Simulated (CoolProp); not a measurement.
Vapour-liquid equilibrium of fluoroethane (R161) (1) + R1234yf (2) at 257.6 K; x and y are mole fractions of (1).

Model: multi-fluid Helmholtz-energy mixture model, Wu 2012 and Lemmon 2022; pair parameters Bell 2016, in CoolProp.

```csv
x,"bubble pressure, mixture model (MPa)","bubble pressure, Raoult's law (MPa)","y, mixture model","y, Raoult's law"
0.05,0.1849,0.1835,0.074,0.069
0.125,0.1922,0.1889,0.176,0.167
0.2,0.1992,0.1944,0.270,0.260
0.275,0.2060,0.1999,0.356,0.348
0.35,0.2124,0.2053,0.436,0.431
0.425,0.2184,0.2108,0.511,0.509
0.5,0.2241,0.2163,___,0.584
0.575,___,0.2217,0.648,0.655
0.65,___,0.2272,0.711,0.723
0.725,0.2390,0.2327,0.774,0.787
0.8,___,0.2381,___,0.849
0.875,___,0.2436,___,0.908
0.95,0.2506,0.2491,0.958,0.964
```

Task: Fill in the missing entries.

Result: 
- 0.5, y, mixture model: 0.581
- 0.575, bubble pressure, mixture model (MPa): 0.2294
- 0.65, bubble pressure, mixture model (MPa): 0.2344
- 0.8, bubble pressure, mixture model (MPa): 0.2432
- 0.8, y, mixture model: 0.835
- 0.875, bubble pressure, mixture model (MPa): 0.2471
- 0.875, y, mixture model: 0.896

The largest gap from Raoult's law is +3.6 % in bubble pressure, at x = 0.5. No azeotrope shows between x = 0.05 and 0.95.

The pair parameters rest on a limited set of measurements; away from them the model extrapolates.
